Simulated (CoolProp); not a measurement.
Vapour-liquid equilibrium of o-xylene (1) + n-nonane (2) at 397.6 K; x and y are mole fractions of (1).

Model: multi-fluid Helmholtz-energy mixture model, Zhou 2012 and Lemmon 2006; pair parameters Bell 2016, in CoolProp.

```json
[
 {"x": "0.05", "bubble pressure (MPa)": "0.04874", "y at the bubble point": "0.069", "dew pressure at overall composition x (MPa)": "0.04845", "liquid density (mol/L)": "5.020"},
 {"x": "0.125", "bubble pressure (MPa)": "0.05019", "y at the bubble point": "0.165", "dew pressure at overall composition x (MPa)": "0.04958", "liquid density (mol/L)": "5.158"},
 {"x": "0.2", "bubble pressure (MPa)": "(withheld)", "y at the bubble point": "0.254", "dew pressure at overall composition x (MPa)": "(withheld)", "liquid density (mol/L)": "5.303"},
 {"x": "0.275", "bubble pressure (MPa)": "0.05279", "y at the bubble point": "0.336", "dew pressure at overall composition x (MPa)": "0.05187", "liquid density (mol/L)": "5.454"},
 {"x": "0.35", "bubble pressure (MPa)": "0.05391", "y at the bubble point": "0.412", "dew pressure at overall composition x (MPa)": "0.05300", "liquid density (mol/L)": "5.614"},
 {"x": "0.425", "bubble pressure (MPa)": "0.05490", "y at the bubble point": "0.483", "dew pressure at overall composition x (MPa)": "0.05409", "liquid density (mol/L)": "(withheld)"},
 {"x": "0.5", "bubble pressure (MPa)": "0.05576", "y at the bubble point": "0.551", "dew pressure at overall composition x (MPa)": "0.05512", "liquid density (mol/L)": "5.958"},
 {"x": "0.575", "bubble pressure (MPa)": "0.05650", "y at the bubble point": "0.617", "dew pressure at overall composition x (MPa)": "0.05604", "liquid density (mol/L)": "6.145"},
 {"x": "0.65", "bubble pressure (MPa)": "0.05710", "y at the bubble point": "0.681", "dew pressure at overall composition x (MPa)": "0.05682", "liquid density (mol/L)": "6.342"},
 {"x": "0.725", "bubble pressure (MPa)": "0.05757", "y at the bubble point": "0.745", "dew pressure at overall composition x (MPa)": "0.05744", "liquid density (mol/L)": "(withheld)"},
 {"x": "0.8", "bubble pressure (MPa)": "0.05790", "y at the bubble point": "0.810", "dew pressure at overall composition x (MPa)": "0.05786", "liquid density (mol/L)": "6.771"},
 {"x": "0.875", "bubble pressure (MPa)": "0.05807", "y at the bubble point": "0.877", "dew pressure at overall composition x (MPa)": "0.05807", "liquid density (mol/L)": "(withheld)"},
 {"x": "0.95", "bubble pressure (MPa)": "0.05807", "y at the bubble point": "0.949", "dew pressure at overall composition x (MPa)": "0.05807", "liquid density (mol/L)": "7.253"}
]
```

Question: Some entries are withheld; supply them.

Answer: 
- 0.2, bubble pressure (MPa): 0.05155
- 0.2, dew pressure at overall composition x (MPa): 0.05072
- 0.425, liquid density (mol/L): 5.782
- 0.725, liquid density (mol/L): 6.550
- 0.875, liquid density (mol/L): 7.004

y crosses x between x = 0.875 and 0.95: the model has an azeotrope there.

Pair parameters are fitted to limited data, so mixtures are less certain than the pure fluids.
